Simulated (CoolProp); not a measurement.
Chlorine at 304.79 K and 0.509 MPa is throttled through a valve to 0.126 MPa with no heat exchange. Each further row changes one setting.

The numbers come from the reference Helmholtz-energy equation of state, Thol 2021 in CoolProp.

```json
[
 {"case": "as stated", "temperature change (K)": "(withheld)", "final density (kg/m³)": "(withheld)"},
 {"case": "outlet pressure 0.0378 MPa", "temperature change (K)": "(withheld)", "final density (kg/m³)": "1.11"},
 {"case": "outlet pressure 0.164 MPa", "temperature change (K)": "(withheld)", "final density (kg/m³)": "(withheld)"}
]
```

Q: What belongs in the gaps?

A: 
- as stated, temperature change (K): -11.4
- as stated, final density (kg/m³): 3.72
- outlet pressure 0.0378 MPa, temperature change (K): -14.1
- outlet pressure 0.164 MPa, temperature change (K): -10.2
- outlet pressure 0.164 MPa, final density (kg/m³): 4.85
